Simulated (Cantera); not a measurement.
A perfectly stirred reactor is fed with NO : N₂ = 1 : 0.11 (molar parts), at 100.0 Torr; it is held at 1575 K, and followed from long to short residence time.

Model: GRI-Mech 3.0 (53 species, 325 reactions), integrated in Cantera.

Question: Predict: x(NO) at τ = 29.0 s; x(O₂) at τ = 29.0 s; x(N₂) at τ = 29.0 s; x(N₂O) at τ = 29.0 s; x(NO₂) at τ = 29.0 s; x(NO) at τ = 38.0 ms; x(O₂) at τ = 38.0 ms; x(N₂) at τ = 38.0 ms; x(N₂O) at τ = 38.0 ms; x(NO₂) at τ = 38.0 ms.

Answer: 
* **x(NO) at τ = 29.0 s**: 0.787
* **x(O₂) at τ = 29.0 s**: 0.0566
* **x(N₂) at τ = 29.0 s**: 0.156
* **x(N₂O) at τ = 29.0 s**: 0.000202
* **x(NO₂) at τ = 29.0 s**: 0.000640
* **x(NO) at τ = 38.0 ms**: 0.901
* **x(O₂) at τ = 38.0 ms**: 2.07e-5
* **x(N₂) at τ = 38.0 ms**: 0.0991
* **x(N₂O) at τ = 38.0 ms**: 7.07e-5
* **x(NO₂) at τ = 38.0 ms**: 7.77e-5
